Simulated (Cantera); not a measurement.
What does this Cantera script print?

```python
import numpy as np
import cantera as ct

gas = ct.Solution("gri30.yaml")
gas.TPX = 450, 25000, {'CH4': 1, 'C2H6': 0.043, 'O2': 2.39, 'N2': 5.97}
flame = ct.FreeFlame(gas, width=0.11)
flame.set_refine_criteria(ratio=3, slope=0.08, curve=0.16)
flame.transport_model = "mixture-averaged"
flame.solve(loglevel=0, auto=True)
z, T = flame.grid, flame.T
thick = (T[-1] - T[0]) / np.gradient(T, z).max()
show = ['CH4', 'C2H6', 'O2', 'H2O', 'N2O', 'C2H2']
print(f"laminar burning velocity  {flame.velocity[0] * 100:.3f} cm/s")
print(f"burnt temperature         {T[-1]:.1f} K")
print(f"thermal thickness         {thick * 1e3:.4f} mm")
print(f"grid points               {len(z)}")
z0 = z[flame.heat_release_rate.argmax()]
print(f"{'z/mm':>9s}{'T/K':>9s}{'u/(m/s)':>9s}" + "".join(f"{s:>11s}" for s in show))
rows = []
for k in (-3, -2, -1.5, -1, -0.5, -0.25, 0, 0.25, 0.5, 1, 2, 4, 8):
    zz = z0 + k * thick
    rows.append([k * thick, np.interp(zz, z, T), np.interp(zz, z, flame.velocity),
                 *(np.interp(zz, z, flame.X[gas.species_index(s)]) for s in show)])
    print(f"{rows[-1][0] * 1e3:9.3f}{rows[-1][1]:9.1f}{rows[-1][2]:9.3f}" + "".join(f"{x:11.3e}" for x in rows[-1][3:]))
```

Result:

```
laminar burning velocity  160.829 cm/s
burnt temperature         2431.9 K
thermal thickness         0.8576 mm
grid points               176
     z/mm      T/K  u/(m/s)        CH4       C2H6         O2        H2O        N2O       C2H2
   -2.573    450.0    1.609  1.063e-01  4.571e-03  2.541e-01  3.085e-06  2.454e-15  6.399e-11
   -1.715    450.4    1.612  1.061e-01  4.565e-03  2.537e-01  5.719e-05  9.796e-14  2.270e-09
   -1.286    453.0    1.625  1.057e-01  4.554e-03  2.530e-01  4.069e-04  1.281e-12  2.703e-08
   -0.858    490.0    1.770  1.030e-01  4.498e-03  2.495e-01  4.715e-03  4.207e-11  7.522e-07
   -0.429    903.7    3.333  7.812e-02  3.951e-03  2.163e-01  4.847e-02  1.653e-09  2.500e-05
   -0.214   1367.6    5.131  4.457e-02  1.907e-03  1.677e-01  9.897e-02  5.878e-09  8.839e-05
    0.000   1793.7    6.822  1.271e-02  1.474e-04  1.108e-01  1.485e-01  1.487e-08  1.566e-04
    0.214   1979.5    7.563  1.542e-03  1.214e-06  7.441e-02  1.736e-01  2.547e-08  4.328e-05
    0.429   2021.7    7.714  1.045e-04  2.848e-09  5.910e-02  1.803e-01  3.328e-08  2.607e-06
    0.858   2049.7    7.781  5.080e-07  8.197e-14  5.065e-02  1.801e-01  3.806e-08  5.222e-09
    1.715   2084.5    7.873  1.061e-10  9.881e-20  4.715e-02  1.790e-01  3.895e-08  3.814e-13
    3.431   2133.0    8.024  4.243e-15  3.433e-25  4.537e-02  1.814e-01  4.213e-08  8.801e-18
    6.861   2202.8    8.244  1.865e-17  1.516e-30  4.347e-02  1.862e-01  5.039e-08  1.388e-21
```

Cantera simulation using GRI-Mech 3.0 (53 species, 325 reactions); the numbers are that mechanism's predictions, not measurements. Burning velocities carry a grid error of a few per cent, more on coarse grids.
